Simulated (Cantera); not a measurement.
Charge: 1 mol C2H6, 0.064 mol H2O, 0.55 mol N2.

Points: T (K) = 1198, 1298, 1398, 1498, 1598, 1698, 1798, 1898, 1998, 2098, 2198, 2298; P (Pa) = 10, 40, 160, 630, 2500, 10000, 40000, 160000, 630000, 2.5e+06, 1e+07.

Cantera's Mixture.equilibrate('TP', solver="vcs", rtol=1e-11, max_steps=5000) on the NASA tables stopped like this:

```
ERROR: FAILURE its = 5001!

*******************************************************************************
CanteraError thrown by MultiPhase::equilibrate:
VCS solver failed. Return code: -1
*******************************************************************************
```

Question: What got this run through?

Answer: Several could match; the one computed here: The failure is numerical, not chemical. The same input converged with solver="gibbs", rtol=1e-10, max_steps=50000, and the result passed a check of the equilibrium conditions:
```
   1198         10  C(gr)
   1298         10  C(gr)
   1398         10  C(gr)
   1498         10  C(gr)
   1598         10  C(gr)
   1698         10  C(gr)
   1798         10  C(gr)
   1898         10  C(gr)
   1998         10  C(gr)
   2098         10  C(gr)
   2198         10  C(gr)
   2298         10  C(gr)
   1198         40  C(gr)
   1298         40  C(gr)
   1398         40  C(gr)
   1498         40  C(gr)
   1598         40  C(gr)
   1698         40  C(gr)
   1798         40  C(gr)
   1898         40  C(gr)
   1998         40  C(gr)
   2098         40  C(gr)
   2198         40  C(gr)
   2298         40  C(gr)
   1198        160  C(gr)
   1298        160  C(gr)
   1398        160  C(gr)
   1498        160  C(gr)
   1598        160  C(gr)
   1698        160  C(gr)
   1798        160  C(gr)
   1898        160  C(gr)
   1998        160  C(gr)
   2098        160  C(gr)
   2198        160  C(gr)
   2298        160  C(gr)
   1198        630  C(gr)
   1298        630  C(gr)
   1398        630  C(gr)
   1498        630  C(gr)
   1598        630  C(gr)
   1698        630  C(gr)
   1798        630  C(gr)
   1898        630  C(gr)
   1998        630  C(gr)
   2098        630  C(gr)
   2198        630  C(gr)
   2298        630  C(gr)
   1198       2500  C(gr)
   1298       2500  C(gr)
   1398       2500  C(gr)
   1498       2500  C(gr)
   1598       2500  C(gr)
   1698       2500  C(gr)
   1798       2500  C(gr)
   1898       2500  C(gr)
   1998       2500  C(gr)
   2098       2500  C(gr)
   2198       2500  C(gr)
   2298       2500  C(gr)
   1198      1e+04  C(gr)
   1298      1e+04  C(gr)
   1398      1e+04  C(gr)
   1498      1e+04  C(gr)
   1598      1e+04  C(gr)
   1698      1e+04  C(gr)
   1798      1e+04  C(gr)
   1898      1e+04  C(gr)
   1998      1e+04  C(gr)
   2098      1e+04  C(gr)
   2198      1e+04  C(gr)
   2298      1e+04  C(gr)
   1198      4e+04  C(gr)
   1298      4e+04  C(gr)
   1398      4e+04  C(gr)
   1498      4e+04  C(gr)
   1598      4e+04  C(gr)
   1698      4e+04  C(gr)
   1798      4e+04  C(gr)
   1898      4e+04  C(gr)
   1998      4e+04  C(gr)
   2098      4e+04  C(gr)
   2198      4e+04  C(gr)
   2298      4e+04  C(gr)
   1198    1.6e+05  C(gr)
   1298    1.6e+05  C(gr)
   1398    1.6e+05  C(gr)
   1498    1.6e+05  C(gr)
   1598    1.6e+05  C(gr)
   1698    1.6e+05  C(gr)
   1798    1.6e+05  C(gr)
   1898    1.6e+05  C(gr)
   1998    1.6e+05  C(gr)
   2098    1.6e+05  C(gr)
   2198    1.6e+05  C(gr)
   2298    1.6e+05  C(gr)
   1198    6.3e+05  C(gr)
   1298    6.3e+05  C(gr)
   1398    6.3e+05  C(gr)
   1498    6.3e+05  C(gr)
   1598    6.3e+05  C(gr)
   1698    6.3e+05  C(gr)
   1798    6.3e+05  C(gr)
   1898    6.3e+05  C(gr)
   1998    6.3e+05  C(gr)
   2098    6.3e+05  C(gr)
   2198    6.3e+05  C(gr)
   2298    6.3e+05  C(gr)
   1198    2.5e+06  C(gr)
   1298    2.5e+06  C(gr)
   1398    2.5e+06  C(gr)
   1498    2.5e+06  C(gr)
   1598    2.5e+06  C(gr)
   1698    2.5e+06  C(gr)
   1798    2.5e+06  C(gr)
   1898    2.5e+06  C(gr)
   1998    2.5e+06  C(gr)
   2098    2.5e+06  C(gr)
   2198    2.5e+06  C(gr)
   2298    2.5e+06  C(gr)
   1198      1e+07  C(gr)
   1298      1e+07  C(gr)
   1398      1e+07  C(gr)
   1498      1e+07  C(gr)
   1598      1e+07  C(gr)
   1698      1e+07  C(gr)
   1798      1e+07  C(gr)
   1898      1e+07  C(gr)
   1998      1e+07  C(gr)
   2098      1e+07  C(gr)
   2198      1e+07  C(gr)
   2298      1e+07  C(gr)
```

The gas is ideal and each condensed phase is pure. The ideal-gas law is rough above about 30 bar.
